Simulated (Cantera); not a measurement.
A Cantera script and its output.

```python
import numpy as np
import cantera as ct

surf = ct.Interface("ptcombust.yaml", "Pt_surf")
gas = surf.adjacent["gas"]
gas.TPX = 1300, 100000, {'CH4': 0.0041, 'O2': 0.033, 'N2': 0.79, 'H2O': 0.0063}
surf.TP = 1300, 100000
reactor = ct.FlowReactor(gas, clone=False)
reactor.area = 0.0001  # m2
reactor.surface_area_to_volume_ratio = 860  # 1/m
reactor.mass_flow_rate = 0.44 * reactor.area * gas.density  # inlet velocity 0.44 m/s
reactor.energy_enabled = False
wall = ct.ReactorSurface(surf, reactor, clone=False)
net = ct.ReactorNet([reactor])
net.rtol, net.atol = 1e-8, 1e-16
show, cover = ['CH4', 'O2', 'H2O', 'CO2', 'CO'], ['PT(S)', 'H(S)', 'O(S)', 'OH(S)', 'CO(S)', 'C(S)']

rows = []
print(f"{'z/m':>9s}{'u/(m/s)':>9s}" + "".join(f"{s:>13s}" for s in show + cover))
for z in [0.00082, 0.0014, 0.0023, 0.0038, 0.0064, 0.011, 0.018, 0.03, 0.049, 0.082]:
    net.advance(z)
    rows.append([reactor.speed, *gas[show].X, *surf[cover].coverages])
    print(f"{z:9.4g}{rows[-1][0]:9.3g}" + "".join(f"{x:13.4e}" for x in rows[-1][1:]))
```

It prints:

```
      z/m  u/(m/s)          CH4           O2          H2O          CO2           CO        PT(S)         H(S)         O(S)        OH(S)        CO(S)         C(S)
  0.00082     0.44   8.3984e-04   3.1728e-02   1.5471e-02   3.8943e-03   2.3988e-06   6.0980e-01   8.3767e-06   3.8899e-01   1.2032e-03   1.3289e-06   2.5947e-08
   0.0014     0.44   2.3068e-04   3.0510e-02   1.6696e-02   4.4972e-03   8.2627e-07   6.1169e-01   8.7509e-06   3.8705e-01   1.2469e-03   3.9702e-07   7.2138e-09
   0.0023     0.44   3.0685e-05   3.0063e-02   1.7145e-02   4.7232e-03   2.2499e-07   6.1243e-01   8.8883e-06   3.8629e-01   1.2625e-03   7.2464e-08   9.6412e-10
   0.0038     0.44   1.0845e-06   2.9954e-02   1.7257e-02   4.7845e-03   7.1235e-08   6.1264e-01   8.9236e-06   3.8608e-01   1.2664e-03   1.3264e-08   3.4119e-11
   0.0064     0.44   1.1244e-08   2.9903e-02   1.7303e-02   4.8155e-03   4.0121e-08   6.1275e-01   8.9392e-06   3.8597e-01   1.2680e-03   6.8007e-09   3.5406e-13
    0.011     0.44   9.8556e-10   2.9856e-02   1.7341e-02   4.8460e-03   2.0765e-08   6.1286e-01   8.9527e-06   3.8585e-01   1.2693e-03   3.5163e-09   3.1072e-14
    0.018     0.44   4.8415e-10   2.9824e-02   1.7364e-02   4.8675e-03   8.5856e-09   6.1294e-01   8.9614e-06   3.8578e-01   1.2702e-03   1.4545e-09   1.5270e-14
     0.03     0.44   3.5699e-10   2.9804e-02   1.7377e-02   4.8816e-03   3.2818e-09   6.1299e-01   8.9661e-06   3.8573e-01   1.2706e-03   5.5631e-10   1.1260e-14
    0.049     0.44   2.4432e-10   2.9790e-02   1.7383e-02   4.8918e-03   1.7879e-09   6.1302e-01   8.9687e-06   3.8570e-01   1.2708e-03   3.0318e-10   7.7072e-15
    0.082     0.44   1.2826e-10   2.9778e-02   1.7388e-02   4.9015e-03   9.1913e-10   6.1305e-01   8.9710e-06   3.8567e-01   1.2709e-03   1.5589e-10   4.0468e-15
```

Model: Deutschmann's 1995 Pt surface mechanism with GRI-Mech 3.0 gas chemistry, integrated in Cantera. Catalytic surfaces can have several steady states; this one follows from the mechanism file's or the stated starting coverage. Mass transfer to the wall is taken as infinitely fast.
